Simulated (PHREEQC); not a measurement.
Dissolve 0.0078 mol H3PO4, 0.012 mol KOH and 0.00023 mol KCl per kg of water at 25 °C. Closed to the air; pH follows from the charge balance.

The numbers come from PHREEQC with the ion-association model, phreeqc.dat.

No solid was allowed to form.

Q: Order these P species by the share of P that they hold, largest first: KHPO4-, HPO4-2, H2PO4-.

A: HPO4-2 (53 %), H2PO4- (46 %), KHPO4- (0.76 %)

The pH is 7.11 and the ionic strength 0.0163 mol/kgw. Species that the database lacks are ignored.
